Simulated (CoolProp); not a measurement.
R11 along the isotherm -14.15 °C: fugacity coefficient from the reference equation and from simpler models built on Tc = 198.0 °C, pc = 4.408 MPa, ω = 0.189; each cubic takes its own stable root.

The numbers come from the reference Helmholtz-energy equation of state, Jacobsen 1992 in CoolProp.

| p (MPa) | phase | reference | Redlich-Kwong | Soave-Redlich-Kwong |
|---|---|---|---|---|
| 0.413 | liquid | 0.05118 | 0.08218 | 0.05070 |
| 0.826 | liquid | 0.02602 | 0.04184 | 0.02580 |
| 1.24 | liquid | 0.01763 | 0.02838 | 0.01750 |
| 1.65 | liquid | 0.01347 | 0.02171 | 0.01338 |
| 2.07 | liquid | 0.01092 | 0.01763 | 0.01086 |
| 2.48 | liquid | 0.009270 | 0.01498 | 0.009228 |
| 2.89 | liquid | 0.008088 | 0.01309 | 0.008060 |
| 3.31 | liquid | 0.007183 | 0.01164 | 0.007165 |
| 3.72 | liquid | 0.006499 | 0.01054 | 0.006488 |
| 4.13 | liquid | 0.005952 | 0.009665 | 0.005948 |
| 4.55 | liquid | 0.005495 | 0.008934 | 0.005497 |
| 4.96 | liquid | 0.005125 | 0.008343 | 0.005132 |
| 5.37 | liquid | 0.004813 | 0.007844 | 0.004824 |
| 5.79 | liquid | 0.004541 | 0.007409 | 0.004555 |
| 6.2 | liquid | 0.004311 | 0.007043 | 0.004329 |
| 6.61 | liquid | 0.004112 | 0.006724 | 0.004132 |
